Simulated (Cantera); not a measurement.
Feed: 1 mol Si2H6, 0.16 mol H2O, at 8.70 Pa.

Cantera equilibrium calculation (NASA polynomials, part measured and part estimated; ideal gas, pure solids and liquids). Candidate condensed phases: H2O, Si, SiO2; 18 gas species. The feed counts by its element totals alone. Mutual solubility and eutectic melting of coexisting phases are not modelled. The tables hold silica as quartz up to 1696 K and as liquid above; real silica turns to tridymite and cristobalite and melts near 1996 K. Gases not in the tables: Si2H6 and higher silanes. Rates play no part.

### Question
What share of the Si ends up in condensed phases as a function of T (K), at 573, 773, 973, 1173, 1373, 1573, 1773, 1973, 2173?

### Answer
| T (K) | Si condensed (%) | as |
|---|---|---|
| 573 | 100.0 | Si(s) + SiO2(α-quartz) |
| 773 | 100.0 | Si(s) + SiO2(α-quartz) |
| 973 | 100.0 | Si(s) + SiO2(β-quartz) |
| 1173 | 99.6 | Si(s) + SiO2(β-quartz) |
| 1373 | 92.0 | Si(s) |
| 1573 | 91.9 | Si(s) |
| 1773 | 87.7 | Si(l) |
| 1973 | 0.0 | - |
| 2173 | 0.0 | - |
